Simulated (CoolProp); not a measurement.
Vapour-liquid equilibrium of n-heptane (1) + o-xylene (2) at 148.25 °C; x and y are mole fractions of (1).

Model: multi-fluid Helmholtz-energy mixture model, Span 2003 and Zhou 2012; pair parameters Bell 2016, in CoolProp.

```
x      bubble pressure, mixture model (MPa)  bubble pressure, Raoult's law (MPa)  y, mixture model  y, Raoult's law
-----  ------------------------------------  -----------------------------------  ----------------  ---------------
0.05                                 0.1293                               0.1245               ___            0.144
0.125                                0.1530                               0.1431             0.343            0.314
0.2                                     ___                               0.1616             0.464            0.445
0.275                                0.1948                               0.1802               ___            0.549
0.35                                 0.2137                               0.1987             0.628            0.633
0.425                                0.2317                               0.2172             0.689            0.703
0.5                                  0.2490                               0.2358             0.741            0.762
0.575                                0.2658                               0.2543             0.787            0.813
0.65                                    ___                               0.2729             0.829            0.856
0.725                                0.2987                               0.2914             0.868            0.894
0.8                                  0.3150                               0.3100             0.906            0.928
0.875                                0.3315                               0.3285             0.942            0.957
0.95                                 0.3482                               0.3471             0.977            0.984
```

Fill in the missing entries.


- 0.05, y, mixture model: 0.168
- 0.2, bubble pressure, mixture model (MPa): 0.1747
- 0.275, y, mixture model: 0.556
- 0.65, bubble pressure, mixture model (MPa): 0.2823

The largest gap from Raoult's law is +8.1 % in bubble pressure, at x = 0.275. No azeotrope shows between x = 0.05 and 0.95.

The pair parameters rest on a limited set of measurements; away from them the model extrapolates.
